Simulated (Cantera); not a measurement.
A perfectly stirred reactor is fed with CH4 : O2 : N2 = 0.017 : 0.0031 : 1 (molar parts), equivalence ratio 11, at 6680 Torr; it is held at 1300 K, and followed from long to short residence time.

Computed with Cantera and GRI-Mech 3.0 (53 species, 325 reactions). GRI-Mech 3.0 stops at C3 and has no aromatics, soot or wall deposition, so with more carbon than oxygen in the feed, carbon stays in small species such as C2H2 where larger ones or solid carbon would form.

### Question
Predict: x(CH4) at τ = 0.330 s; x(O2) at τ = 0.330 s; x(CO2) at τ = 0.330 s; x(CH2CO) at τ = 0.330 s; x(CH4) at τ = 3.80 ms; x(O2) at τ = 3.80 ms.

### Answer
* **x(CH4) at τ = 0.330 s**: 0.0153
* **x(O2) at τ = 0.330 s**: 0.00226
* **x(CO2) at τ = 0.330 s**: 3.65e-5
* **x(CH2CO) at τ = 0.330 s**: 1.01e-5
* **x(CH4) at τ = 3.80 ms**: 0.0167
* **x(O2) at τ = 3.80 ms**: 0.00304
